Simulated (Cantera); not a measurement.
An adiabatic, constant-pressure homogeneous reactor starts with CH4 : O2 : N2 = 1 : 5.26 : 19.8 (molar parts), equivalence ratio 0.38, at 1650 K and 1300000 Pa. Integrator tolerance rtol = 1e-08.

Computed with Cantera and GRI-Mech 3.0 (53 species, 325 reactions). The pressure lies above the range GRI-Mech 3.0 was tuned for (to about 10 atm).

```tsv
quantity	before	after
time of steepest temperature rise	33.4 µs	31.5 µs
temperature at 2.00 s	2395 K	2561 K
equilibrium temperature	2395 K	2561 K
x(CH4) at 2.00 s	<1e-12 (gas-phase equilibrium <1e-12)	<1e-12 (gas-phase equilibrium <1e-12)
x(O2) at 2.00 s	0.117 (gas-phase equilibrium 0.117)	0.114 (gas-phase equilibrium 0.114)
x(HCO) at 2.00 s	8.71e-11 (gas-phase equilibrium 8.71e-11)	4.65e-10 (gas-phase equilibrium 4.65e-10)
x(CH2O) at 2.00 s	<1e-12 (gas-phase equilibrium <1e-12)	3.84e-12 (gas-phase equilibrium 3.84e-12)
x(CH2) at 2.00 s	<1e-12 (gas-phase equilibrium <1e-12)	<1e-12 (gas-phase equilibrium <1e-12)
x(O) at 2.00 s	0.000807 (gas-phase equilibrium 0.000807)	0.00147 (gas-phase equilibrium 0.00147)
x(CH2CO) at 2.00 s	<1e-12 (gas-phase equilibrium <1e-12)	<1e-12 (gas-phase equilibrium <1e-12)
```

Q: Which change was made?
A) initial temperature 1650 to 1600 K
B) pressure from 1300000 Pa to 66000 Pa
C) constant volume in place of constant pressure
D) O2 5.26 to 2.7 parts

A: C, constant volume in place of constant pressure
